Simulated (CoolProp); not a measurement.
Aqueous potassium carbonate as a coolant, at 17 °C, 1 atm.

Model: Melinder's fits for secondary coolants, in CoolProp.

```
mass %  freezing point (°C)  density (kg/m³)  cp (kJ/(kg K))  viscosity (mPa s)  Prandtl number
------  -------------------  ---------------  --------------  -----------------  --------------
2.8                    -0.9             1025           4.013               1.14            7.76
8.6                    -3.0             1079           3.745               1.31            8.39
14.5                   -5.6             1136           3.515               1.54            9.34
20.3                   -9.0             1195           3.293               1.85            10.6
26.1                  -13.9             1257           3.080               2.30            12.4
31.9                  -21.4             1322           2.899               2.99            15.4
37.7                  -32.2             1389           2.757               4.09            20.4
```
